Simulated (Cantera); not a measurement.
Feed: 1 mol Pb, 1.4 mol CO2, 6.6 mol CO, held at 1 atm.

Method: chemical equilibrium by Gibbs-energy minimisation in Cantera with the NASA 1993 tables (ideal gas, pure condensed phases). Candidate condensed phases: C, Pb, PbO, PbO2, Pb3O4; 15 gas species. Gases not in the tables: (PbO)n polymers. The numbers say what is thermodynamically allowed, not how fast it happens.

Q: Which condensed phases are stable at each of these points (T (°C)): 427, 527, 627, 727, 827, 927, 1027, 1127, 1227, 1327, 1427, 1527, 1627?

A: 
```tsv
T (°C)	condensed phases	Pb condensed (%)
427	C(graphite) + Pb(l)	100.0
527	C(graphite) + Pb(l)	100.0
627	C(graphite) + Pb(l)	100.0
727	C(graphite) + Pb(l)	100.0
827	Pb(l)	99.9
927	Pb(l)	99.5
1027	Pb(l)	97.9
1127	Pb(l)	93.1
1227	Pb(l)	80.1
1327	Pb(l)	49.0
1427	gas only	0.0
1527	gas only	0.0
1627	gas only	0.0
```

From 427 °C to 727 °C the condensed part is C(graphite) + Pb(l). From 827 °C to 1327 °C the condensed part is Pb(l). From 1427 °C to 1627 °C nothing is condensed.
